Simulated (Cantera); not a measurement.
Cantera run, input and output.

```python
import numpy as np
import cantera as ct

gas = ct.Solution("gri30.yaml")
gas.TPX = 1125, 1700000, {'CH3OH': 1, 'O2': 4.69, 'N2': 17.6, 'H2O': 2.9}
reactor = ct.IdealGasReactor(gas, energy="on", clone=False)
net = ct.ReactorNet([reactor])
net.rtol, net.atol = 1e-08, 1e-16
show = ['CH3OH', 'O2', 'H2O', 'C2H2', 'CH2O']
times = np.geomspace(2e-06, 2, 15)

steps = ct.SolutionArray(gas, extra=["t"])
rows = []
print(f"{'t/s':>10s}{'T/K':>9s}{'P/Pa':>11s}" + "".join(f"{s:>11s}" for s in show))
for t in times:
    while net.time < t:
        t_next = net.step()
        steps.append(gas.state, t=t_next)
    rows.append([np.interp(t, steps.t, y) for y in (steps.T, steps.P, *steps(*show).X.T)])
    print(f"{t:10.3e}{rows[-1][0]:9.1f}{rows[-1][1]:11.4g}" + "".join(f"{x:11.3e}" for x in rows[-1][2:]))
rate = np.gradient(steps.T, steps.t)
print("integrator steps:", len(steps.t))
if steps.T.max() > steps.T[0] + 200:
    print(f"time of steepest temperature rise: {steps.t[rate.argmax()]:.4e} s")
gas.TPX = 1125, 1700000, {'CH3OH': 1, 'O2': 4.69, 'N2': 17.6, 'H2O': 2.9}
gas.equilibrate("UV")
print(f"equilibrium (UV): T = {gas.T:.1f} K  " + "  ".join(f"{s} {gas[s].X[0]:.3e}" for s in show))
```

It prints:

```
       t/s      T/K       P/Pa      CH3OH         O2        H2O       C2H2       CH2O
 2.000e-06   1125.0    1.7e+06  3.818e-02  1.791e-01  1.107e-01  1.948e-21  2.320e-09
 5.365e-06   1125.0    1.7e+06  3.818e-02  1.791e-01  1.107e-01  5.238e-21  6.864e-09
 1.439e-05   1125.0    1.7e+06  3.818e-02  1.791e-01  1.107e-01  1.408e-20  2.092e-08
 3.861e-05   1125.0    1.7e+06  3.818e-02  1.791e-01  1.107e-01  3.801e-20  6.225e-08
 1.036e-04   1125.0    1.7e+06  3.818e-02  1.791e-01  1.107e-01  1.041e-19  1.778e-07
 2.779e-04   1125.0    1.7e+06  3.818e-02  1.791e-01  1.107e-01  2.949e-19  5.226e-07
 7.455e-04   1125.0    1.7e+06  3.818e-02  1.791e-01  1.107e-01  9.109e-19  1.925e-06
 2.000e-03   1125.0    1.7e+06  3.816e-02  1.791e-01  1.107e-01  3.928e-18  1.698e-05
 5.365e-03   1968.1  3.032e+06  8.080e-21  1.193e-01  1.831e-01  1.523e-21  5.407e-15
 1.439e-02   1968.0  3.031e+06  5.212e-22  1.192e-01  1.831e-01 -5.707e-26  5.396e-15
 3.861e-02   1967.6  3.031e+06  5.049e-22  1.192e-01  1.831e-01  1.832e-28  5.367e-15
 1.036e-01   1966.7  3.029e+06  4.964e-22  1.190e-01  1.831e-01 -2.218e-28  5.291e-15
 2.779e-01   1964.3  3.026e+06  4.746e-22  1.186e-01  1.831e-01 -2.912e-28  5.110e-15
 7.455e-01   1959.8  3.019e+06  4.352e-22  1.178e-01  1.831e-01  8.648e-31  4.777e-15
 2.000e+00   1955.7  3.012e+06  4.023e-22  1.171e-01  1.831e-01 -2.599e-31  4.494e-15
integrator steps: 1913
time of steepest temperature rise: 4.5553e-03 s
equilibrium (UV): T = 1955.1 K  CH3OH 4.030e-22  O2 1.169e-01  H2O 1.831e-01  C2H2 7.768e-31  CH2O 4.450e-15
```

Cantera simulation using GRI-Mech 3.0 (53 species, 325 reactions); the numbers are that mechanism's predictions, not measurements. GRI-Mech 3.0 was tuned for natural gas; its chemistry of methanol as a main component is partial and can be far from experiment. The pressure lies above the range GRI-Mech 3.0 was tuned for (to about 10 atm).
